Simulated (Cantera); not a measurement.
Cantera run:

```python
import numpy as np
import cantera as ct

gas_names = """
    C CO CO2 C2 C2O C3 C3O2 C4 C5 O O2 O3 Si SiC SiC2 SiO SiO2 Si2 Si2C Si3
""".split()
cond_names = """
    C(gr) Si(cr) Si(L) SiC(b) SiO2(Lqz) SiO2(hqz) SiO2(L)
""".split()


# ... load() reads the species with a 1 bar reference pressure and builds the phases ...
atoms = {
    'Si': {'Si': 1},
    'CO2': {'C': 1, 'O': 2},
    'CO': {'C': 1, 'O': 1},
}
top_T = {'C(gr)': 4500, 'SiC(b)': 3050}  # K; cautious upper limits of use, not melting points


# ... equilibrate(T, P, feed) seeds the gas with the atoms and calls Mixture.equilibrate('TP', solver="vcs", rtol=1e-11, max_steps=5000) ...
results = []
T = 1523  # K
P = 133.322  # Pa
for m in [0.12, 0.18, 0.28, 0.43, 0.66, 1, 1.6, 2.5, 3.8, 5.9, 9.1]:
    feed = {'Si': 1, 'CO2': m, 'CO': 12}  # mol
    mix = equilibrate(T, P, feed)
    results.append((T, P, feed, dict(zip(mix.species_names, mix.species_moles))))

top = {s: max(r[3][s] / sum(r[3][g] for g in gas_names) for r in results) for s in gas_names}
cols = sorted((s for s in top if top[s] > 0.001), key=lambda s: -top[s])[:7]
seen = [c for c in cond_names if any(r[3].get(c, 0) > 1e-12 for r in results)]
print("log10 of partial pressures in bar; condensed amounts in mol")
print(f"{'n(CO2)':>10s}" + "".join(f"{s[:9]:>10s}" for s in cols + seen))
for T, P, feed, n in results:
    ng = sum(n[g] for g in gas_names)
    print(f"{feed['CO2']:10.4g}" + "".join(f"{np.log10(max(n[s] / ng * P / 1e5, 1e-99)):10.3f}" for s in cols)
          + "".join(f"{n.get(c, 0):10.4g}" for c in seen))
```

It prints:

```
log10 of partial pressures in bar; condensed amounts in mol
    n(CO2)        CO       CO2       SiO    SiC(b) SiO2(hqz)
      0.12    -2.895    -8.382    -4.215      0.44         0
      0.18    -2.896    -8.374    -4.196      0.41         0
      0.28    -2.898    -8.362    -4.168      0.36         0
      0.43    -2.900    -8.346    -4.130     0.285         0
      0.66    -2.903    -8.326    -4.081      0.17         0
         1    -2.907    -8.303    -4.021 2.161e-05         0
       1.6    -2.888    -7.379    -4.419         0    0.5996
       2.5    -2.890    -4.337    -7.464         0    0.9996
       3.8    -2.928    -3.818    -8.020         0    0.9999
       5.9    -2.982    -3.537    -8.355         0    0.9999
       9.1    -3.053    -3.348    -8.615         0         1
```

Cantera equilibrium calculation (NASA polynomials, part measured and part estimated; ideal gas, pure solids and liquids). The tables hold silica as quartz up to 1696 K and as liquid above; real silica turns to tridymite and cristobalite and melts near 1996 K.
